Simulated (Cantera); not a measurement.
# Transport properties of process gases

Gas mixture: O2 : N2O = 0.37 : 0.35 (molar parts), at 100.0 Torr, frozen composition.

Cantera's kinetic-theory transport with the Lennard-Jones parameters of GRI-Mech 3.0, ideal gas; thermal conductivity in the multicomponent form. The composition is frozen, though it would react at the higher temperatures.

| T (K) | ρ (kg/m³) | cp (J/kg/K) | μ (µPa s) | λ (mW/m/K) | Pr | D (cm²/s) NH3 | D (cm²/s) CO2 | D (cm²/s) H2O |
|---|---|---|---|---|---|---|---|---|
| 400 | 0.152 | 957.7 | 22.1 | 29.1 | 0.727 | 2.49 | 1.70 | 2.58 |
| 550 | 0.110 | 1036 | 28.4 | 40.3 | 0.729 | 4.54 | 3.03 | 4.74 |
| 700 | 0.0867 | 1098 | 33.9 | 51.0 | 0.730 | 7.06 | 4.63 | 7.41 |
| 850 | 0.0714 | 1147 | 38.9 | 61.1 | 0.731 | 9.99 | 6.49 | 10.5 |
| 1000 | 0.0607 | 1183 | 43.6 | 70.6 | 0.731 | 13.3 | 8.58 | 14.1 |
| 1150 | 0.0528 | 1208 | 47.9 | 79.3 | 0.730 | 17.0 | 10.9 | 18.0 |
| 1300 | 0.0467 | 1230 | 52.0 | 87.7 | 0.730 | 21.0 | 13.4 | 22.2 |
| 1450 | 0.0418 | 1249 | 55.9 | 95.8 | 0.729 | 25.3 | 16.1 | 26.8 |
D: mixture-averaged diffusion coefficient of that species in the mixture.
